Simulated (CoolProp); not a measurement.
The numbers come from the reference Helmholtz-energy equation of state, Thol 2017 in CoolProp.

Q: Give the vapour pressure (MPa), liquid density (kg/m³), vapour density (kg/m³), liquid cp (kJ/(kg K)) of saturated decamethyltetrasiloxane (MD2M) at 315.6, 345.4, 365.3 K.

A: 
```tsv
T (K)	p (MPa)	liquid density (kg/m³)	vapour density (kg/m³)	liquid cp (kJ/(kg K))
315.6	0.000191	831	0.0227	1.77
345.4	0.00118	801	0.128	1.84
365.3	0.00322	781	0.331	1.89
```
